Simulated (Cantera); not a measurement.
Cantera run:

```python
import numpy as np
import cantera as ct

gas_names = [...]  # 123 gases of nasa_gas.yaml made of C, H, O, Si
cond_names = """
    C(gr) C6H6(L) C7H8(L) C8H18(L),n-octa H2O(s) H2O(L) Si(cr) Si(L) SiC(b) SiO2(Lqz) SiO2(hqz) SiO2(L)
""".split()


# ... load() reads the species with a 1 bar reference pressure and builds the phases ...
atoms = {
    'Si': {'Si': 1},
    'CO2': {'C': 1, 'O': 2},
    'H2': {'H': 2},
}
top_T = {'C(gr)': 4500, 'SiC(b)': 3050}  # K; cautious upper limits of use, not melting points


# ... equilibrate(T, P, feed) seeds the gas with the atoms and calls Mixture.equilibrate('TP', solver="vcs", rtol=1e-11, max_steps=5000) ...
results = []
T = 1200  # K
P = 35000  # Pa
for m in [4.1, 7.4, 14, 25, 45, 83, 150, 280, 510]:
    feed = {'Si': 1, 'CO2': 2.2, 'H2': m}  # mol
    mix = equilibrate(T, P, feed)
    results.append((T, P, feed, dict(zip(mix.species_names, mix.species_moles))))

top = {s: max(r[3][s] / sum(r[3][g] for g in gas_names) for r in results) for s in gas_names}
cols = sorted((s for s in top if top[s] > 1e-06), key=lambda s: -top[s])[:6]
seen = [c for c in cond_names if any(r[3].get(c, 0) > 1e-12 for r in results)]
print("log10 of partial pressures in bar; condensed amounts in mol")
print(f"{'n(H2)':>10s}" + "".join(f"{s[:9]:>10s}" for s in cols + seen))
for T, P, feed, n in results:
    ng = sum(n[g] for g in gas_names)
    print(f"{feed['H2']:10.4g}" + "".join(f"{np.log10(max(n[s] / ng * P / 1e5, 1e-99)):10.3f}" for s in cols)
          + "".join(f"{n.get(c, 0):10.4g}" for c in seen))
```

Result:

```
log10 of partial pressures in bar; condensed amounts in mol
     n(H2)        H2        CO       H2O       CO2       CH4 SiO2(hqz)
       4.1    -0.658    -0.924    -2.096    -2.500    -4.190         1
       7.4    -0.579    -1.103    -2.217    -2.879    -4.011         1
        14    -0.525    -1.328    -2.399    -3.339    -3.892         1
        25    -0.496    -1.552    -2.592    -3.786    -3.836         1
        45    -0.479    -1.793    -2.801    -4.253    -3.815         1
        83    -0.469    -2.052    -3.020    -4.741    -3.824         1
       150    -0.463    -2.308    -3.227    -5.210    -3.858         1
       280    -0.460    -2.584    -3.435    -5.696    -3.916         1
       510    -0.458    -2.853    -3.623    -6.156    -3.992         1
```

Equilibrium computed with Cantera from the NASA thermochemical tables; the gas is ideal and each condensed phase is pure. The tables hold silica as quartz up to 1696 K and as liquid above; real silica turns to tridymite and cristobalite and melts near 1996 K.
